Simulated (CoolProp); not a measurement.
Computed with CoolProp (reference Helmholtz-energy equation of state, Smukala 2000).

Q: Give the vapour pressure (MPa), liquid density (kg/m³), vapour density (kg/m³), enthalpy of vaporisation (kJ/kg) of saturated ethylene at -63.65, -59.85, -52.25 °C.

A: 
```json
[
 {"T (°C)": "-63.65", "p (MPa)": "0.660", "liquid density (kg/m³)": "505", "vapour density (kg/m³)": "12.1", "enthalpy of vaporisation (kJ/kg)": "414"},
 {"T (°C)": "-59.85", "p (MPa)": "0.758", "liquid density (kg/m³)": "499", "vapour density (kg/m³)": "13.9", "enthalpy of vaporisation (kJ/kg)": "406"},
 {"T (°C)": "-52.25", "p (MPa)": "0.986", "liquid density (kg/m³)": "485", "vapour density (kg/m³)": "18.0", "enthalpy of vaporisation (kJ/kg)": "389"}
]
```
